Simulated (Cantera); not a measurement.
A perfectly stirred reactor is fed with 1.03 % CO, 0.572 % O2, 4.69 % H2O, 93.7 % N2, equivalence ratio 0.90, at 1.01 bar; it is held at 1025 K, and followed from long to short residence time.

Detailed kinetics in Cantera: GRI-Mech 3.0 (53 species, 325 reactions).

Task: Predict: x(CO) at τ = 0.450 s; x(O2) at τ = 0.450 s; x(H2O) at τ = 0.450 s; x(HO2) at τ = 0.450 s; x(H2) at τ = 0.450 s; x(CO) at τ = 32.0 ms; x(O2) at τ = 32.0 ms; x(H2O) at τ = 32.0 ms; x(HO2) at τ = 32.0 ms; x(H2) at τ = 32.0 ms.

Result: 
```json
{
  "x(CO) at τ = 0.450 s": "0.00112",
  "x(O2) at τ = 0.450 s": "0.00120",
  "x(H2O) at τ = 0.450 s": "0.0469",
  "x(HO2) at τ = 0.450 s": "9.27e-7",
  "x(H2) at τ = 0.450 s": "0.000154",
  "x(CO) at τ = 32.0 ms": "0.00548",
  "x(O2) at τ = 32.0 ms": "0.00343",
  "x(H2O) at τ = 32.0 ms": "0.0467",
  "x(HO2) at τ = 32.0 ms": "2.68e-6",
  "x(H2) at τ = 32.0 ms": "0.000251"
}
```
